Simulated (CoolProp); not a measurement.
Computed with CoolProp (reference Helmholtz-energy equation of state, Lemmon 2003). It is a pseudo-pure fit of the blend.

For R507A, give the phase and the expansivity (1/kK), fugacity coefficient at 363.3 K and 2650 kPa; 363.3 K and 13200 kPa; 363.3 K and 23800 kPa.


- 363.3 K and 2650 kPa: gas; expansivity 7.00, fugacity coefficient 0.796
- 363.3 K and 13200 kPa: supercritical; expansivity 4.96, fugacity coefficient 0.337
- 363.3 K and 23800 kPa: supercritical; expansivity 2.92, fugacity coefficient 0.269
